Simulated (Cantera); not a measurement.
A perfectly stirred reactor is fed with CO : H2 : O2 : N2 : H2O = 1 : 0.088 : 0.389 : 1.46 : 0.5 (molar parts), equivalence ratio 1.4, at 1400000 Pa; it is adiabatic with a 523 K inlet, and is followed from long to short residence time, starting on the burning branch (τ in s: 0.061, 0.029, 0.014, 0.0069, 0.0033, 0.0016, 0.00077, 0.00037, 0.00018, 8.7e-05, 4.2e-05, 2e-05).

Detailed kinetics in Cantera: GRI-Mech 3.0 (53 species, 325 reactions). The hydrogen kinetics of GRI-Mech 3.0 are dated; newer H2 mechanisms differ, most at raised pressure. The pressure lies above the range GRI-Mech 3.0 was tuned for (to about 10 atm).

x: mole fraction; the columns are a selection and need not sum to one.

| τ (s) | T (K) | x CO | x H2 | x O2 | x OH | x CO2 | x HO2 |
|---|---|---|---|---|---|---|---|
| 0.061 | 2250 | 0.0897 | 0.0124 | 7.92e-5 | 0.000575 | 0.238 | 5.02e-8 |
| 0.029 | 2249 | 0.0897 | 0.0124 | ___ | ___ | 0.238 | ___ |
| 0.014 | 2247 | 0.0899 | 0.0124 | 0.000187 | 0.000784 | 0.238 | 1.31e-7 |
| 0.0069 | 2244 | 0.0901 | 0.0125 | 0.000301 | 0.000977 | 0.238 | 2.45e-7 |
| 0.0033 | 2239 | 0.0905 | 0.0125 | 0.000502 | 0.00126 | 0.237 | 4.97e-7 |
| 0.0016 | 2231 | 0.0912 | 0.0126 | 0.000831 | 0.00164 | 0.236 | 1.00e-6 |
| 0.00077 | 2219 | 0.0922 | 0.0127 | 0.00138 | 0.00212 | 0.235 | 2.00e-6 |
| 0.00037 | 2202 | 0.0939 | 0.0128 | 0.00226 | 0.00271 | 0.233 | 3.88e-6 |
| 0.00018 | 2177 | 0.0964 | 0.0130 | 0.00360 | 0.00339 | 0.230 | 7.22e-6 |
| 8.7e-5 | 2140 | 0.100 | 0.0133 | 0.00568 | 0.00412 | 0.225 | 1.32e-5 |
| 4.2e-5 | 2088 | 0.106 | 0.0135 | ___ | ___ | 0.217 | ___ |
| 2.0e-5 | 2010 | 0.116 | 0.0133 | 0.0138 | 0.00530 | 0.205 | 4.60e-5 |

Question: Some entries are withheld; supply them.

Answer: 
- 0.029, x O2: 0.000119
- 0.029, x OH: 0.000654
- 0.029, x HO2: 7.61e-8
- 4.2e-5, x O2: 0.00881
- 4.2e-5, x OH: 0.00483
- 4.2e-5, x HO2: 2.42e-5
